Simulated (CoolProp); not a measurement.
Ethylene at several states: fugacity coefficient from the reference equation and from simpler models built on Tc = 282.4 K, pc = 5042 kPa, ω = 0.087; each cubic takes its own stable root.

Computed with CoolProp (reference Helmholtz-energy equation of state, Smukala 2000).

```json
[
 {"T (K)": "175.1", "p (kPa)": "996", "phase": "liquid", "reference": "0.1392"},
 {"T (K)": "394.7", "p (kPa)": "26300", "phase": "supercritical", "reference": "0.6297"},
 {"T (K)": "347.2", "p (kPa)": "11.5", "phase": "gas", "reference": "0.9996"}
]
```

Q: How far does each simpler model (van der Waals, Redlich-Kwong, Soave-Redlich-Kwong, Peng-Robinson) lie from the reference over these 3 states: mean and median of the absolute difference, and the worst?

A: 
- van der Waals: mean 86.4 %, median 5.3 %, worst +254.0 % at 175.1 K and 996 kPa
- Redlich-Kwong: mean 1.6 %, median 1.0 %, worst +3.8 % at 175.1 K and 996 kPa
- Soave-Redlich-Kwong: mean 2.0 %, median 0.2 %, worst +5.8 % at 394.7 K and 26300 kPa
- Peng-Robinson: mean 1.4 %, median 1.0 %, worst -3.3 % at 394.7 K and 26300 kPa
